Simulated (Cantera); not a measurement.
Charge: 1 mol Ta₂O₅, 4.2 mol CO, 0.11 mol H₂, equilibrated at 34000 Pa.

Cantera equilibrium calculation (NASA polynomials, part measured and part estimated; ideal gas, pure solids and liquids). Candidate condensed phases: C, C₆H₆, C₇H₈, C₈H₁₈, H₂O, Ta, TaC, Ta₂O₅; 113 gas species. Mutual solubility and eutectic melting of coexisting phases are not modelled. TaC: taken at fixed stoichiometry. Condensed phases not in the tables: Ta₂C. Rates play no part.

log p: log10 of the partial pressure in bar; n: condensed amount in mol.

```tsv
T (K)	log p CO	log p H₂	log p H	log p TaO₂	n TaC(s)	n Ta₂O₅(s)	n Ta₂O₅(l)
1873	-0.48	-2.07	-4.22	-7.40	0.00196	0.999	0
1923	-0.48	-2.07	-4.06	-6.93	0.00197	0.999	0
1973	-0.48	-2.07	-3.90	-6.49	0.00198	0.999	0
2023	-0.48	-2.07	___	___	0.00198	0.999	0
2073	-0.48	-2.07	-3.62	-5.69	0.00197	0	0.999
2123	-0.48	-2.07	-3.48	-5.34	0.00192	0	0.999
2173	-0.48	-2.08	-3.35	-5.01	0.00187	0	0.999
2223	-0.48	-2.08	-3.23	-4.70	0.00181	0	0.999
2273	-0.48	-2.08	-3.12	-4.40	0.00172	0	0.999
2323	-0.48	-2.09	___	___	___	0	0.999
2373	-0.48	-2.10	-2.90	-3.85	0.00136	0	0.998
2423	-0.48	-2.11	-2.80	-3.59	0.000966	0	0.998
2473	-0.48	-2.12	-2.71	-3.34	0.000275	0	0.996
2523	-0.48	-2.13	-2.62	-3.16	0	0	0.995
```

Problem. Some entries are withheld; supply them.

Solution. 
- 2323, log p H: -3.01
- 2323, log p TaO₂: -4.12
- 2323, n TaC(s): 0.00159
- 2023, log p H: -3.76
- 2023, log p TaO₂: -6.07
